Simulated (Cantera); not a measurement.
NO annealing gas

An isothermal, constant-pressure homogeneous reactor starts with 73.0 % NO, 27.0 % N2, at 1600 K and 0.148 atm.

Detailed kinetics in Cantera: GRI-Mech 3.0 (53 species, 325 reactions).

```tsv
t (s)	x NO	x N2O	x O	x N2	x NO2	x O2
0.000200	0.730	4.92e-7	3.72e-7	0.270	1.21e-7	6.20e-10
0.000920	0.730	2.25e-6	7.90e-7	0.270	1.48e-6	9.35e-9
0.00423	0.730	1.01e-5	9.85e-7	0.270	9.55e-6	1.35e-7
0.0194	0.730	4.22e-5	1.58e-6	0.270	4.62e-5	3.21e-6
0.0894	0.729	0.000129	2.85e-6	0.270	0.000136	8.87e-5
0.411	0.728	0.000183	3.41e-6	0.271	0.000170	0.000845
1.89	0.721	0.000179	4.15e-6	0.275	0.000218	0.00447
8.70	0.688	0.000162	6.40e-6	0.291	0.000350	0.0204
40.0	0.569	0.000108	1.12e-5	0.350	0.000544	0.0799
```
x: mole fraction; the columns are a selection and need not sum to one.

Equilibrium at this temperature and pressure: NO 0.00230, N2O 4.76e-8, O 2.27e-5, N2 0.634, NO2 4.70e-6, O2 0.364 (gas phase only).
